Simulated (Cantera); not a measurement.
A Cantera script and what it prints.

```python
import numpy as np
import cantera as ct

gas_names = """
    AL ALH ALI ALI3 ALN AL2 AL2I6 H HI H2 I I2 N NH NH2 NH3 N2 N2H2 N2H4
""".split()
cond_names = """
    AL(cr) AL(L) ALI3(s) ALI3(L) ALN(s) I2(cr) I2(L)
""".split()


# ... load() reads the species with a 1 bar reference pressure and builds the phases ...
atoms = {
    'AlN': {'AL': 1, 'N': 1},
    'I2': {'I': 2},
    'H2': {'H': 2},
}
top_T = {'ALN(s)': 2750}  # K; cautious upper limits of use, not melting points


# ... equilibrate(T, P, feed) seeds the gas with the atoms and calls Mixture.equilibrate('TP', solver="vcs", rtol=1e-11, max_steps=5000) ...
results = []
feed = {'AlN': 1, 'I2': 0.049, 'H2': 1.8}  # mol
P = 101325  # Pa
for T in [1073, 1123, 1173, 1223, 1273, 1323, 1373, 1423, 1473, 1523, 1573]:
    mix = equilibrate(T, P, feed)
    results.append((T, P, feed, dict(zip(mix.species_names, mix.species_moles))))

top = {s: max(r[3][s] / sum(r[3][g] for g in gas_names) for r in results) for s in gas_names}
cols = sorted((s for s in top if top[s] > 1e-05), key=lambda s: -top[s])[:8]
seen = [c for c in cond_names if any(r[3].get(c, 0) > 1e-12 for r in results)]
print("log10 of partial pressures in bar; condensed amounts in mol")
print(f"{'T/K':>10s}" + "".join(f"{s[:9]:>10s}" for s in cols + seen))
for T, P, feed, n in results:
    ng = sum(n[g] for g in gas_names)
    print(f"{T:10.4g}" + "".join(f"{np.log10(max(n[s] / ng * P / 1e5, 1e-99)):10.3f}" for s in cols)
          + "".join(f"{n.get(c, 0):10.4g}" for c in seen))
```

Output:

```
log10 of partial pressures in bar; condensed amounts in mol
       T/K        H2        HI         I       ALI      ALI3        N2        I2         H    ALN(s)
      1073    -0.017    -1.312    -2.993    -7.760    -2.905    -3.209    -4.021    -7.862    0.9977
      1123    -0.017    -1.321    -2.820    -7.029    -2.852    -3.155    -4.010    -7.379    0.9974
      1173    -0.017    -1.331    -2.663    -6.361    -2.809    -3.112    -4.003    -6.937    0.9972
      1223    -0.017    -1.343    -2.522    -5.749    -2.774    -3.076    -4.001    -6.530    0.9969
      1273    -0.017    -1.357    -2.394    -5.186    -2.748    -3.048    -4.005    -6.155    0.9967
      1323    -0.017    -1.372    -2.278    -4.667    -2.730    -3.027    -4.014    -5.808    0.9966
      1373    -0.017    -1.389    -2.174    -4.190    -2.722    -3.009    -4.027    -5.486    0.9964
      1423    -0.017    -1.407    -2.079    -3.751    -2.726    -2.988    -4.046    -5.186    0.9962
      1473    -0.017    -1.428    -1.995    -3.355    -2.748    -2.953    -4.070    -4.906    0.9959
      1523    -0.017    -1.452    -1.919    -3.005    -2.796    -2.889    -4.100    -4.645    0.9952
      1573    -0.017    -1.479    -1.854    -2.705    -2.881    -2.785    -4.140    -4.399    0.9939
```

Equilibrium computed with Cantera from the NASA thermochemical tables; the gas is ideal and each condensed phase is pure.
